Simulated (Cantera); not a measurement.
Cantera run, input and output.

```python
import numpy as np
import cantera as ct

gas = ct.Solution("gri30.yaml")


def delay(T, t_max=10):
    gas.TPX = T, 3600000, {'CH4': 1, 'O2': 1.43, 'N2': 5.37}
    reactor = ct.IdealGasConstPressureReactor(gas, clone=False)
    net = ct.ReactorNet([reactor])
    net.rtol, net.atol = 1e-8, 1e-16
    while net.time < t_max:
        t_old, T_old = net.time, reactor.T
        net.step()
        if reactor.T > T + 400:  # ignition: a rise of 400 K
            return t_old + (T + 400 - T_old) / (reactor.T - T_old) * (net.time - t_old)
    return np.nan


taus = []
for T in [1050, 1150, 1250, 1350, 1450, 1550]:
    taus.append(delay(T))
    print(f"T0 = {T:6g} K   tau = {taus[-1]:.4e} s")
```

Output:

```
T0 =   1050 K   tau = 1.0212e-02 s
T0 =   1150 K   tau = 2.3910e-03 s
T0 =   1250 K   tau = 7.2372e-04 s
T0 =   1350 K   tau = 2.5625e-04 s
T0 =   1450 K   tau = 1.0029e-04 s
T0 =   1550 K   tau = 4.2131e-05 s
```

Computed with Cantera and GRI-Mech 3.0 (53 species, 325 reactions). The pressure lies above the range GRI-Mech 3.0 was tuned for (to about 10 atm).
